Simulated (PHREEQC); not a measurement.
## Buffer

Dissolve 0.089 mol/kgw H3PO4, 0.0021 mol/kgw K2HPO4 and 0.00064 mol/kgw KCl at 55 °C. Closed to the air; pH follows from the charge balance.

Model: ion-association model, phreeqc.dat, run in PHREEQC.

Each row changes one thing in this solution. Precipitation was switched off in this run.

```tsv
case	pH	ionic strength (mol/kgw)	H3PO4 (mol/kgw)	H2PO4- (mol/kgw)	HPO4-2 (mol/kgw)
as made	1.78	0.0239	0.0678	0.0233	1.60e-7
0.019 mol/kgw HCl added	1.57	0.0360	0.0747	0.0164	7.60e-8
KCl replaced by KOH at the same molality	1.78	0.0236	0.0675	0.0236	1.64e-7
temperature from 55 to 30 °C	1.72	0.0264	0.0653	0.0258	1.37e-7
diluted 100-fold with water	3.14	0.000803	0.000115	0.000796	8.73e-8
H3PO4 from 0.089 to 0.178 mol/kgw	1.59	0.0344	0.146	0.0338	1.63e-7
H3PO4 left out	8.71	0.00687	1.54e-11	4.22e-5	0.00204
```

Complexes and solids missing from the database can't appear. At this temperature some constants are extrapolated from 25 °C, and those without enthalpy data are left unchanged.
